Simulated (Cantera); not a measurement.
## Silicon nitride deposition: SiHCl3 + NH3 + N2

Input: 1 mol SiHCl3, 5 mol NH3, 3.7 mol N2, equilibrated at 13.3 mbar.

These are equilibrium values from Cantera (NASA tables, ideal gas, pure condensed phases), not measurements of a reactor. Candidate condensed phases: NH4Cl, Si, Si3N4; 28 gas species. The tables' values for SiCl3, SiCl, SiN are old estimates; treat these amounts as uncertain. Gases not in the tables: Si2H6 and higher silanes. Equilibrium is a limit: real reactors are often held back by kinetics, nucleation or transport.

```tsv
T (°C)	x H2	x N2	x HCl	x SiCl2	x SiCl4	n Si3N4(s)	n Si(l)
475	0.440	0.371	0.186	6.17e-12	0.00349	0.316	0
575	0.437	0.370	0.192	1.03e-9	0.00204	0.323	0
675	0.435	0.369	0.194	5.70e-8	0.00130	0.327	0
775	0.434	0.369	0.196	1.44e-6	0.000902	0.329	0
875	0.434	0.369	0.197	2.05e-5	0.000664	0.330	0
975	0.434	0.369	0.197	0.000188	0.000507	0.329	0
1075	0.435	0.369	0.194	0.00119	0.000384	0.324	0
1175	0.438	0.371	0.185	0.00536	0.000255	0.302	0
1275	0.445	0.375	0.162	0.0161	0.000121	0.246	0
1375	0.456	0.382	0.127	0.0326	3.76e-5	0.162	0
1475	0.467	0.389	0.0929	0.0490	8.80e-6	0.0752	0
1575	0.462	0.394	0.0891	0.0498	2.85e-6	0	0.195
```
x: gas mole fraction; n: condensed amount in mol.

From 475 °C to 1475 °C the condensed part is Si3N4(s). At 1575 °C the condensed part is Si(l). The main Si-bearing gas is SiCl4 at 475 °C and SiCl2 at 1575 °C. The share of Si in condensed phases is highest at 875 °C (98.9 %) and lowest at 1575 °C (19.5 %).
